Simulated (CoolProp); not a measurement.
A simple Rankine cycle with ethanol: condensing at 292.15 K, boiler at 0.208 MPa, turbine inlet 385.9 K, turbine efficiency 0.65, pump efficiency 0.8, no recuperator. Each further row changes one setting.

Model: reference Helmholtz-energy equation of state, Schroeder 2014, in CoolProp.

```tsv
case	thermal efficiency (%)	net work (kJ/kg)	heat in (kJ/kg)	turbine exit temperature (K)	volume ratio over the turbine
as stated	12.6	133	1060	292.1	29.5
turbine inlet 405.9 K	12.7	140	1100	312.9	29.9
condensing temperature 284.15 K	13.8	149	1080	284.1	47.2
boiler pressure 0.146 MPa	11.5	122	1060	302.0	21.2
turbine efficiency 0.55	10.7	113	1060	305.5	31.0
```

The expansion ends wet for: as stated; condensing temperature 284.15 K.
